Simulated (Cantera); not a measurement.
Feed: 1 mol CF4, 0.018 mol Si, held at 1623 K and 62.0 Pa.

Method: chemical equilibrium by Gibbs-energy minimisation in Cantera with the NASA 1993 tables (ideal gas, pure condensed phases). Candidate condensed phases: C, Si, SiC; 23 gas species. Gases not in the tables: C2F6 and larger saturated fluorocarbons. Kinetics and transport are ignored.

Base state: CF4 0.969, SiF4 0.0179, CF2 0.00920, F 0.00341, CF3 0.000769 (mole fractions); condensed: C(graphite).

**Question.** What changes in the equilibrium state with this change: CF4 replaced by CH2F2?

**Answer.** 
```tsv
species	before	after
HF	0	0.973
H2	0	0.0179
SiF4	0.0179	0.00901
CF4	0.969	<1e-9
CF2	0.00920	1.25e-9
CF3	0.000769	<1e-9
C(graphite), mol	0.0140	1.000
```
The tables' values for SiF3 are old estimates; treat these amounts as uncertain. Further candidate phases: C6H6, C7H8, C8H18.
